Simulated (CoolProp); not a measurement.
Vapour pressure (kPa) of normal hydrogen: the reference equation beside estimates from Tc = -240.0 °C, pc = 1296 kPa, ω = -0.219.

Computed with CoolProp (reference Helmholtz-energy equation of state, Leachman 2009).

```
T (°C)   reference  Lee-Kesler  van der Waals  Redlich-Kwong  Peng-Robinson
-------  ---------  ----------  -------------  -------------  -------------
-252.95      96.36       96.46          123.2          31.22          97.41
-251.25      155.0       155.2          192.3          68.29          159.0
-249.55      235.5       235.7          283.3          130.7          243.3
-247.75      348.9       348.9          406.1          232.9          361.2
-246.05          …       486.6          549.3          371.5          503.1
-244.35      659.3       658.8          720.6          558.1          678.0
-242.55      884.8       884.6          934.4              …          902.7
-240.85       1145        1146              …           1120           1155
```

Question: Some entries are withheld; supply them.

Answer: 
- -246.05, reference: 486.9
- -242.55, Redlich-Kwong: 815.2
- -240.85, van der Waals: 1168

Absolute difference from the reference over all 8 rows, mean and median: Lee-Kesler 0.1 and 0.1 %, van der Waals 14.8 and 14.6 %, Redlich-Kwong 31.3 and 28.5 %, Peng-Robinson 2.4 and 2.7 %.
